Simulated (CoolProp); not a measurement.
A closed Brayton cycle with carbon dioxide: compressor inlet 310.15 K and 9 MPa, high pressure 23.5 MPa, turbine inlet 705 K, compressor efficiency 0.89, turbine efficiency 0.85, recuperator effectiveness 0.8 (on enthalpy, no pinch check). Each further row changes one setting.

Computed with CoolProp (reference Helmholtz-energy equation of state, Span 1996).

```json
[
 {"case": "as stated", "thermal efficiency (%)": "26.0", "net work (kJ/kg)": "75.2", "compressor to turbine work": "0.24", "compressor exit (K)": "341.4", "turbine exit (K)": "604.7"},
 {"case": "turbine inlet 655 K", "thermal efficiency (%)": "24.7", "net work (kJ/kg)": "66.4", "compressor to turbine work": "0.26", "compressor exit (K)": "341.4", "turbine exit (K)": "558.2"},
 {"case": "compressor inlet 320.15 K", "thermal efficiency (%)": "24.9", "net work (kJ/kg)": "60.1", "compressor to turbine work": "0.39", "compressor exit (K)": "387.2", "turbine exit (K)": "604.7"},
 {"case": "high pressure 20 MPa", "thermal efficiency (%)": "23.9", "net work (kJ/kg)": "65.3", "compressor to turbine work": "0.22", "compressor exit (K)": "335.6", "turbine exit (K)": "621.3"},
 {"case": "recuperator effectiveness 0.5", "thermal efficiency (%)": "19.4", "net work (kJ/kg)": "75.2", "compressor to turbine work": "0.24", "compressor exit (K)": "341.4", "turbine exit (K)": "604.7"}
]
```
